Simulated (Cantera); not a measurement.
A Cantera script and what it prints.

```python
import numpy as np
import cantera as ct

gas_names = """
    OH N2 VO2 NH3
""".split()
cond_names = """
    V(cr) V(L)
""".split()


def load(file, names, dense=False):
    # The tables refer to 1 bar. Condensed volumes are neglected.
    table = {s.name: s for s in ct.Species.list_from_file(file)}
    out = []
    for n in names:
        d = dict(table[n].input_data)
        d["thermo"] = dict(d["thermo"], **{"reference-pressure": 1e5})
        if dense:
            d["equation-of-state"] = {"model": "constant-volume", "density": "1e6 g/cm^3"}
        out.append(ct.Species.from_dict(d))
    return out


species = {s.name: s for s in load("nasa_gas.yaml", gas_names) + load("nasa_condensed.yaml", cond_names)}
# Each term lists the table entries of one substance; the one whose range holds T is used.
reactions = {
    '3 V + 6 OH(g) + N2(g) = 3 VO2(g) + 2 NH3(g)':
        [(-3, ['V(cr)', 'V(L)']), (-6, ['OH']), (-1, ['N2']), (3, ['VO2']), (2, ['NH3'])],
}


def pick(names, T):
    return next(species[n] for n in names if species[n].thermo.min_temp <= T <= species[n].thermo.max_temp)


results = []
for label, terms in reactions.items():
    print(label)
    print("     T/K   dH/kJ  dS/(J/K)   dG/kJ   log10 K")
    for T in [1850, 1875, 1900, 1925, 1950, 1975, 2000, 2025, 2050, 2075, 2100]:
        used = [(nu, pick(names, T)) for nu, names in terms]
        dH = sum(nu * s.thermo.h(T) for nu, s in used) / 1e6
        dS = sum(nu * s.thermo.s(T) for nu, s in used) / 1e3
        dG = dH - T * dS / 1e3
        logK = -dG * 1e6 / (ct.gas_constant * T * np.log(10))
        results.append((label, T, dH, dS, dG, logK, [s.name for _, s in used]))
        print(f"{T:8g} {dH:8.1f} {dS:8.1f} {dG:8.1f} {logK:8.2f}")
```

Result:

```
3 V + 6 OH(g) + N2(g) = 3 VO2(g) + 2 NH3(g)
     T/K   dH/kJ  dS/(J/K)   dG/kJ   log10 K
    1850  -1085.6   -280.0   -567.6    16.03
    1875  -1086.7   -280.6   -560.6    15.62
    1900  -1087.9   -281.2   -553.6    15.22
    1925  -1089.0   -281.8   -546.5    14.83
    1950  -1090.2   -282.4   -539.5    14.45
    1975  -1091.4   -283.1   -532.4    14.08
    2000  -1092.7   -283.7   -525.3    13.72
    2025  -1093.9   -284.3   -518.2    13.37
    2050  -1095.2   -284.9   -511.1    13.02
    2075  -1096.6   -285.6   -504.0    12.69
    2100  -1097.9   -286.2   -496.8    12.36
```

Cantera with NASA thermochemical tables; ideal gases at 1 bar, condensed phases pure. Condensed species are held in their standard states even where they would react or evaporate.
